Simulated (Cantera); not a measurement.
Mixture: CO : H₂ : O₂ : N₂ = 1 : 1.1 : 0.875 : 3.29 (molar parts), equivalence ratio 1.2, at 750 Torr, adiabatic and at constant pressure. Ignition delay is the time to a rise of 400 K.

Model: GRI-Mech 3.0 (53 species, 325 reactions), integrated in Cantera. Where the delays flatten at high temperature, the 400 K rule measures the pace of heat release, not the induction time.

Q: Predict: delay at 1100 K; delay at 1200 K; delay at 1300 K; delay at 1400 K; delay at 1500 K.

A: 
```
Item               Result
---------------  --------
delay at 1100 K  0.104 ms
delay at 1200 K   56.7 µs
delay at 1300 K   37.9 µs
delay at 1400 K   29.0 µs
delay at 1500 K   24.6 µs
```
